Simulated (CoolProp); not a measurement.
A single-stage vapour-compression cycle with the fluid: evaporating at 214.15 K (dew point), condensing at 234.15 K (bubble point), superheat 0 K, subcooling 2 K, compressor efficiency 0.65, no pressure losses. The same conditions are run with several fluids, on thermodynamics alone (safety and materials aside).

Values from CoolProp's reference Helmholtz-energy equation of state of each fluid (chlorine: Thol 2021; R143a: Lemmon and Jacobsen 2000; propylene: Lemmon 2013; ethane: Bücker 2006; carbonyl sulfide: Lemmon 2006; R407C: Lemmon 2003). Blends and air are pseudo-pure fits.

```
fluid             cooling COP  pressure ratio  discharge temperature (K)  refrigerating effect (kJ/kg)  volumetric capacity (kJ/m³)
----------------  -----------  --------------  -------------------------  ----------------------------  ---------------------------
chlorine                 6.36            2.78                      310.0                           284                          332
R143a                       ?            2.63                          ?                           211                          577
propylene                6.55            2.52                      263.2                           412                          584
ethane                   6.34            2.04                      259.3                           397                         2900
carbonyl sulfide         6.47            2.51                      285.4                           293                            ?
R407C                       ?            4.27                      283.2                           232                          337
```

### Question
What belongs in the gaps?

### Answer

- R143a, cooling COP: 6.54
- R143a, discharge temperature (K): 256.3
- carbonyl sulfide, volumetric capacity (kJ/m³): 667
- R407C, cooling COP: 4.65
